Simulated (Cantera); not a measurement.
An isothermal, constant-pressure homogeneous reactor starts with N2O : N2 = 1 : 2.3 (molar parts), at 1025 K and 1700 Pa. Integrator tolerance rtol = 1e-08.

Model: GRI-Mech 3.0 (53 species, 325 reactions), integrated in Cantera. GRI-Mech 3.0 was tuned for natural gas; its chemistry of N2O as a main component is partial and can be far from experiment. Radical loss at walls, strong at low pressure, is not modelled. The mechanism lacks the step 2 NO + O2 → 2 NO2, which can matter for NO2 below about 1400 K. The temperature is held fixed by assumption; the heat of reaction is taken as removed at once.

Task: What does this change do: temperature 1025 to 1175 K?

Result: 
```
quantity                                            before                                     after
----------------  ----------------------------------------  ----------------------------------------
x(N2O) at 60.0 s    0.299 (gas-phase equilibrium 3.75e-10)     0.196 (gas-phase equilibrium 1.31e-9)
x(NO2) at 60.0 s   3.63e-8 (gas-phase equilibrium 1.60e-7)   1.91e-6 (gas-phase equilibrium 2.64e-7)
x(NO) at 60.0 s   0.000177 (gas-phase equilibrium 3.42e-5)  0.00880 (gas-phase equilibrium 0.000134)
x(N2) at 60.0 s        0.699 (gas-phase equilibrium 0.868)       0.753 (gas-phase equilibrium 0.868)
x(O) at 60.0 s    7.33e-8 (gas-phase equilibrium 9.24e-10)   1.22e-6 (gas-phase equilibrium 4.09e-8)
```
